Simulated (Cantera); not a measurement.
Feed: 1 mol SiC, 0.036 mol N₂O, a varied amount of H₂, at 1725 K and 0.0330 Torr.

Equilibrium computed with Cantera from the NASA thermochemical tables; the gas is ideal and each condensed phase is pure. Candidate condensed phases: C, C₆H₆, C₇H₈, C₈H₁₈, H₂O, Si, SiC, SiO₂, Si₂N₂O, Si₃N₄; 151 gas species. Equilibrium is a limit: real reactors are often held back by kinetics, nucleation or transport.

x: gas mole fraction; n: condensed amount in mol.

```
n(H₂) (mol)   x H₂     x H      x Si      x CO      x N₂  x C₂H₂ (acetylene)  n SiC(s)  n C(graphite)
-----------  -----  ------  --------  --------  --------  ------------------  --------  -------------
39           0.970  0.0276  0.000932  0.000885  0.000881             1.55e-5     0.961              0
70           0.971  0.0276  0.000616  0.000501  0.000477             3.55e-5     0.955              0
100          0.971  0.0276  0.000507  0.000352  0.000325             5.25e-5     0.947              0
130          0.971  0.0276  0.000453  0.000271  0.000244             6.57e-5     0.938              0
160          0.971  0.0276  0.000422  0.000221  0.000194             7.58e-5     0.929              0
190          0.972  0.0276  0.000401         …         …             8.38e-5     0.920              0
230          0.972  0.0276  0.000388         …         …             8.95e-5     0.906              …
260          0.972  0.0276  0.000388  0.000136  0.000114             8.95e-5     0.894        0.00834
290          0.972  0.0276  0.000388  0.000122  0.000101             8.95e-5     0.882         0.0142
320          0.972  0.0276  0.000388  0.000110   9.06e-5             8.95e-5     0.870         0.0201
350          0.972  0.0276  0.000388  0.000101   8.21e-5             8.95e-5     0.857         0.0260
380          0.972  0.0276  0.000388   9.30e-5   7.49e-5             8.95e-5     0.845         0.0319
410          0.972  0.0276  0.000388   8.62e-5   6.88e-5             8.95e-5     0.833         0.0379
```

Question: Some entries are withheld; supply them.

Answer: 
- 230, x CO: 0.000154
- 230, x N₂: 0.000130
- 230, n C(graphite): 0.00253
- 190, x CO: 0.000186
- 190, x N₂: 0.000161
